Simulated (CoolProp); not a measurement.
1000 sccm (0 °C, 1 atm) of nitrogen bubbles through liquid octamethyltrisiloxane (MDM) at 291.5 K and leaves saturated at a total pressure of 0.00837 MPa (ideal gas phase). Each further row changes one setting.

Computed with CoolProp (reference Helmholtz-energy equation of state, Thol 2017).

| case | vapour pressure (kPa) | mole fraction of vapour | delivery (mg/min) | delivery (sccm) | change of delivery for a bath 1 K warmer (%) |
|---|---|---|---|---|---|
| as stated | 0.319 | 0.0381 | 418 | 39.6 | 7.5 |
| bath temperature 296.5 K | 0.448 | 0.0535 | 597 | 56.5 | 7.3 |
| total pressure 0.0167 MPa | 0.319 | 0.0191 | 205 | 19.5 | 7.3 |
